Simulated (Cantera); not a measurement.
A closed system holds: 1 mol Ti, 8.6 mol H2O, 170 mol H2, equilibrated at 1225 K and 3000 Pa.

Cantera equilibrium calculation (NASA polynomials, part measured and part estimated; ideal gas, pure solids and liquids). Candidate condensed phases: H2O, Ti, TiO, TiO2, Ti2O3, Ti3O5, Ti4O7; 12 gas species. Rates play no part.

Base state: H2 0.963, H2O 0.0370 (mole fractions); condensed: TiO2(rutile).

### Question
What changes in the equilibrium state with this change: Ti replaced by Ti(OiPr)4?

### Answer
```csv
species,before,after
H2,0.963,0.943
CO,0,0.0566
CH4,0,0.000280
H2O,0.0370,3.93e-5
"TiO2(rutile), mol",1.00,0
"TiC(s), mol",0,0.382
"Ti3O5(s), mol",0,0.206
```
The feed counts by its element totals alone. Mutual solubility and eutectic melting of coexisting phases are not modelled. TiC: taken at fixed stoichiometry. Further candidate phases: C, C6H6, C7H8, C8H18, TiC.
